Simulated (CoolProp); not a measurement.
Saturation properties of R1336mzz(Z) (Tc = 171.3 °C, pc = 2904 kPa, ω = 0.386).

Values from CoolProp's reference Helmholtz-energy equation of state, McLinden 2020.

| T (°C) | p (kPa) | liquid density (kg/m³) | liquid cp (kJ/(kg K)) | vapour Z |
|---|---|---|---|---|
| 27.25 | 80.28 | 1359 | 1.225 | 0.9556 |
| 31.35 | 93.75 | 1348 | 1.234 | 0.9505 |
| 35.45 | 109.0 | 1337 | 1.242 | 0.9451 |
| 39.45 | 125.6 | 1326 | 1.251 | 0.9395 |
| 43.55 | 144.6 | 1315 | 1.260 | 0.9334 |
| 47.65 | 165.9 | 1304 | 1.269 | 0.9268 |
| 51.75 | 189.4 | 1292 | 1.278 | 0.9199 |
| 55.85 | 215.5 | 1280 | 1.287 | 0.9125 |
| 59.95 | 244.3 | 1269 | 1.296 | 0.9047 |
| 64.05 | 275.9 | 1256 | 1.306 | 0.8964 |
| 68.15 | 310.6 | 1244 | 1.316 | 0.8877 |
| 72.25 | 348.6 | 1232 | 1.326 | 0.8785 |
| 76.35 | 390.0 | 1219 | 1.336 | 0.8689 |

It boils at 33.5 °C under 1 atm.
